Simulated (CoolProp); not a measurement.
Vapour-liquid equilibrium of R21 (1) + ethanol (2) at 112.85 °C; x and y are mole fractions of (1).

Values from CoolProp's multi-fluid Helmholtz-energy mixture model, Platzer 1990 and Schroeder 2014; pair parameters Bell 2016. This equation is an older, rougher fit; its heat capacities, sound speeds and derivatives of the liquid may be far off and weren't checked against measurements.

Question: Give the bubble pressure and the first vapour's composition at x = 0.35, 0.65, 0.8. Is there an azeotrope?

Answer: x = 0.35: 1.651 MPa, y = 0.789; x = 0.65: 1.683 MPa, y = 0.800; x = 0.8: 1.735 MPa, y = 0.841. y crosses x between x = 0.8 and 0.95: the model has an azeotrope there.

The pair parameters rest on a limited set of measurements; away from them the model extrapolates. With so large a gap from Raoult's law the liquid may split in two, which this calculation doesn't test in full.
